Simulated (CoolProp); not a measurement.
C3F8 (R218) at 293.15 K and 1.31 MPa flows at 0.8 m/s in a round tube of 50 mm bore and 15 µm roughness, fully developed (64/Re and Nu = 3.66 if laminar; Colebrook and Gnielinski if turbulent). Each further row changes one setting.

The numbers come from the reference Helmholtz-energy equation of state, Lemmon 2006 in CoolProp. It is a short technical equation, of lower accuracy than the large ones.

```csv
case,Reynolds number,Darcy friction factor,pressure drop (Pa/m),heat-transfer coefficient (W/(m² K)),mass flow (kg/h)
as stated,294000,0.0170,148,1310,7690
velocity 1.6 m/s,588000,0.0161,561,2520,15400
diameter 100 mm,588000,0.0147,64.1,1180,30800
```

Viscosity comes from a separate model (Huber 2003), an estimate that may be off by 10 % or more. Thermal conductivity comes from a separate model (Huber 2003), an estimate that may be off by 10 % or more.
